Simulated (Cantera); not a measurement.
Input: 1 mol V, 1.7 mol N2O, a varied amount of N2, equilibrated at 0.00190 bar.

These are equilibrium values from Cantera (NASA tables, ideal gas, pure condensed phases), not measurements of a reactor. Candidate condensed phases: V, VN, VO, V2O3, V2O4, V2O5; 13 gas species. Mutual solubility and eutectic melting of coexisting phases are not modelled. VO: taken at fixed stoichiometry. Condensed phases not in the tables: the oxides between V2O3 and V2O5 other than VO2. The numbers say what is thermodynamically allowed, not how fast it happens.

Stable condensed phases, one row left out:

```
T in K \ n(N2) in mol
         8.8  11  13  17  20  25  31  38  47  59
   2075    A   A   A   A   B   B   C   C   C   C
   1875    A   A   A   A   A   A   A   A   A   A
   1775    A   A   A   A   A   A   A   A   A   A
   1675    D   D   D   D   D   D   A   A   A   A
   1575    D   D   D   D   D   D   D   D   D   D
   1475    D   D   D   D   D   D   D   D   D   D
   1375    D   D   D   D   D   D   D   D   D   D
   1275    D   D   D   D   D   D   D   D   D   D
   1175    D   D   D   D   D   D   D   D   D   D
   1075    D   D   D   D   D   D   D   D   D   D
    975    D   D   D   D   D   D   D   D   D   D
    875    D   D   D   D   D   D   D   D   D   D
    775    D   D   D   D   D   D   D   D   D   D
```

A: V2O3; B: VO + V2O3; C: VO; D: V2O3 + V2O4.

Q: Give the row for 1975 K.

A: 8.8: V2O3; 11: V2O3; 13: V2O3; 17: V2O3; 20: V2O3; 25: V2O3; 31: V2O3; 38: V2O3; 47: V2O3; 59: V2O3.
